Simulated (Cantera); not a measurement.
A Cantera script and what it prints.

```python
import numpy as np
import cantera as ct

gas_names = """
    TiO N2O N NO NO2
""".split()
cond_names = """
    Ti(a) Ti(b) Ti(L) Ti2O3(a) Ti2O3(b) Ti2O3(L) TiO2(ru) TiO2(L)
""".split()


# ... load() reads the species with a 1 bar reference pressure and builds the phases ...
species = {s.name: s for s in load("nasa_gas.yaml", gas_names) + load("nasa_condensed.yaml", cond_names)}
# Each term lists the table entries of one substance; the one whose range holds T is used.
reactions = {
    'Ti + Ti2O3 = 3 TiO(g)':
        [(-1, ['Ti(a)', 'Ti(b)', 'Ti(L)']), (-1, ['Ti2O3(a)', 'Ti2O3(b)', 'Ti2O3(L)']), (3, ['TiO'])],
    'N2O(g) + TiO(g) = 2 N(g) + TiO2':
        [(-1, ['N2O']), (-1, ['TiO']), (2, ['N']), (1, ['TiO2(ru)', 'TiO2(L)'])],
    '2 TiO2 + NO(g) = Ti2O3 + NO2(g)':
        [(-2, ['TiO2(ru)', 'TiO2(L)']), (-1, ['NO']), (1, ['Ti2O3(a)', 'Ti2O3(b)', 'Ti2O3(L)']), (1, ['NO2'])],
}


def pick(names, T):
    return next(species[n] for n in names if species[n].thermo.min_temp <= T <= species[n].thermo.max_temp)


results = []
for label, terms in reactions.items():
    print(label)
    print("     T/K   dH/kJ  dS/(J/K)   dG/kJ   log10 K")
    for T in [300, 550, 750, 950, 1150, 1350, 1550, 1750]:
        used = [(nu, pick(names, T)) for nu, names in terms]
        dH = sum(nu * s.thermo.h(T) for nu, s in used) / 1e6
        dS = sum(nu * s.thermo.s(T) for nu, s in used) / 1e3
        dG = dH - T * dS / 1e3
        logK = -dG * 1e6 / (ct.gas_constant * T * np.log(10))
        results.append((label, T, dH, dS, dG, logK, [s.name for _, s in used]))
        print(f"{T:8g} {dH:8.1f} {dS:8.1f} {dG:8.1f} {logK:8.2f}")
```

Result:

```
Ti + Ti2O3 = 3 TiO(g)
     T/K   dH/kJ  dS/(J/K)   dG/kJ   log10 K
     300   1684.0    592.0   1506.4  -262.27
     550   1671.8    563.9   1361.6  -129.31
     750   1660.3    546.1   1250.7   -87.10
     950   1647.7    531.3   1143.0   -62.84
    1150   1633.8    518.1   1038.0   -47.15
    1350   1617.1    504.5    936.1   -36.22
    1550   1603.6    495.1    836.2   -28.18
    1750   1589.2    486.4    738.0   -22.03
N2O(g) + TiO(g) = 2 N(g) + TiO2
     T/K   dH/kJ  dS/(J/K)   dG/kJ   log10 K
     300   -135.4    -96.4   -106.4    18.53
     550   -128.5    -79.9    -84.6     8.03
     750   -123.2    -71.7    -69.5     4.84
     950   -118.3    -65.9    -55.7     3.07
    1150   -113.7    -61.4    -43.0     1.95
    1350   -109.2    -57.8    -31.1     1.20
    1550   -104.8    -54.8    -19.9     0.67
    1750   -100.6    -52.2     -9.2     0.27
2 TiO2 + NO(g) = Ti2O3 + NO2(g)
     T/K   dH/kJ  dS/(J/K)   dG/kJ   log10 K
     300    311.6      6.3    309.7   -53.93
     550    313.9     10.7    308.0   -29.25
     750    316.4     14.6    305.4   -21.27
     950    319.3     18.0    302.2   -16.61
    1150    322.4     21.0    298.3   -13.55
    1350    325.7     23.6    293.8   -11.37
    1550    329.0     25.9    288.8    -9.73
    1750    332.3     27.9    283.4    -8.46
```

Standard-state values (1 bar) from the NASA 1993 polynomials, evaluated with Cantera. Condensed species are held in their standard states even where they would react or evaporate.
